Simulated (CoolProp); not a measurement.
The fluid at 293.15 K and 0.0138 MPa expands adiabatically to 0.0012 MPa with isentropic efficiency 0.8. The same conditions are run with several fluids, on thermodynamics alone (safety and materials aside).

Model: reference Helmholtz-energy equation of state of each fluid (isohexane: Lemmon 2006; propane: Lemmon 2009; c-C4F8 (RC318): Platzer 1990), in CoolProp. The equations of Platzer and Polt are older, rougher fits.

```tsv
fluid	work (kJ/kg)	final temperature (K)	final density (kg/m³)
isohexane	…	…	0.0480
propane	…	231.3	…
c-C4F8 (RC318)	22.2	…	…
```

Question: What belongs in the gaps?

Answer: 
- isohexane, work (kJ/kg): 51.0
- isohexane, final temperature (K): 259.5
- propane, work (kJ/kg): 93.1
- propane, final density (kg/m³): 0.0275
- c-C4F8 (RC318), final temperature (K): 263.3
- c-C4F8 (RC318), final density (kg/m³): 0.110
